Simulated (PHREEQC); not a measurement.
## Leach liquor (model solution)

Make-up at 25 °C: 0.028 mol/kgw H2SO4, 0.0003 mol/kgw ZnSO4 and 0.14 mol/kgw Fe2(SO4)3. Closed to the air; pH follows from the charge balance.

The numbers come from PHREEQC with the ion-association model, wateq4f.dat.

Precipitation was switched off in this run.

**Question.** Predict the pH, activity of water, ionic strength.

**Answer.** pH 1.94; activity of water 0.993; ionic strength 0.372 mol/kgw.

**Question.** In which forms is Zn present?

**Answer.** ZnSO4 40 %, Zn+2 38 %, Zn(SO4)2-2 22 % of the Zn.

Saturation is exceeded, for instance for Hematite (slow to form), Goethite (slow to form); the values hold only as long as no solid forms. Species that the database lacks are ignored.
